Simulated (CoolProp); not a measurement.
Model: reference Helmholtz-energy equation of state, Lemmon 2006, in CoolProp. It is a short technical equation, of lower accuracy than the large ones.

### Question
For C3F8 (R218), give the phase and the density (kg/m³), speed of sound (m/s), expansivity (1/kK) at 370.7 K and 3360 kPa.

### Answer
- 370.7 K and 3360 kPa: supercritical; density 380, speed of sound 81.4, expansivity 20.0
